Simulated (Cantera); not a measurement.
An isothermal, constant-pressure homogeneous reactor starts with CH4 : H2 : N2 = 1 : 26 : 0.86 (molar parts), at 1900 K and 0.138 atm.

Computed with Cantera and GRI-Mech 3.0 (53 species, 325 reactions). GRI-Mech 3.0 stops at C3 and has no aromatics, soot or wall deposition, so with more carbon than oxygen in the feed, carbon stays in small species such as C2H2 where larger ones or solid carbon would form.

x: mole fraction; the columns are a selection and need not sum to one.

```csv
t (s),x CH4,x H2,x C2H,x H,x CH2,x CH3,x C2H6
6.00e-6,0.0359,0.933,<1e-12,9.27e-6,4.98e-11,7.67e-6,3.61e-11
2.94e-5,0.0359,0.933,<1e-12,4.67e-5,1.83e-9,3.63e-5,3.72e-9
0.000144,0.0357,0.933,<1e-12,0.000229,4.89e-8,0.000175,2.08e-7
0.000707,0.0349,0.932,6.01e-10,?,?,?,?
0.00346,0.0298,0.934,5.70e-8,0.00183,2.31e-6,0.00116,6.26e-6
0.0170,0.0165,0.942,2.39e-7,0.00193,1.49e-6,0.000673,2.04e-6
0.0832,?,0.948,?,0.00203,?,?,?
0.408,0.00112,0.950,4.77e-7,0.00208,1.28e-7,4.87e-5,1.11e-8
2.00,0.000494,0.951,4.87e-7,0.00208,5.74e-8,2.16e-5,2.95e-9
```

Q: Some entries are withheld; supply them.

A: 
- 0.000707, x H: 0.00102
- 0.000707, x CH2: 8.89e-7
- 0.000707, x CH3: 0.000760
- 0.000707, x C2H6: 3.54e-6
- 0.0832, x CH4: 0.00488
- 0.0832, x C2H: 4.15e-7
- 0.0832, x CH2: 5.23e-7
- 0.0832, x CH3: 0.000209
- 0.0832, x C2H6: 1.90e-7
